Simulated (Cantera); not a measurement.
A perfectly stirred reactor is fed with CH₄ : C₂H₆ : C₃H₈ : O₂ : N₂ = 1 : 0.26 : 0.93 : 4.72 : 17.8 (molar parts), at 1500 Torr; it is adiabatic with a 350 K inlet, and is followed from long to short residence time, starting on the burning branch (τ in s: 0.051, 0.023, 0.01, 0.0046, 0.0021, 0.00093, 0.00041, 0.00019, 8.3e-05, 3.7e-05, 1.7e-05, 7.5e-06, 3.3e-06).

Detailed kinetics in Cantera: GRI-Mech 3.0 (53 species, 325 reactions). GRI-Mech 3.0 was tuned for natural gas; its chemistry of propane as a main component is partial and can be far from experiment.

**Question.** Predict: blow-out, bracketed by the residence times tried; x(CH₄) at τ = 51.0 ms; x(C₂H₆) at τ = 51.0 ms; x(C₃H₈) at τ = 51.0 ms; x(O) at τ = 51.0 ms; x(HCO) at τ = 51.0 ms; x(CH₄) at τ = 0.410 ms; x(C₂H₆) at τ = 0.410 ms; x(C₃H₈) at τ = 0.410 ms.

**Answer.** 
```json
{
 "blow_out_bracketed_by_the_residence_times_tried": "burning at 0.930 ms, out at 0.410 ms",
 "x(CH₄) at τ = 51.0 ms": "0.00251",
 "x(C₂H₆) at τ = 51.0 ms": "2.33e-6",
 "x(C₃H₈) at τ = 51.0 ms": "1.18e-6",
 "x(O) at τ = 51.0 ms": "4.90e-7",
 "x(HCO) at τ = 51.0 ms": "6.95e-8",
 "x(CH₄) at τ = 0.410 ms": "0.0405",
 "x(C₂H₆) at τ = 0.410 ms": "0.0105",
 "x(C₃H₈) at τ = 0.410 ms": "0.0376"
}
```
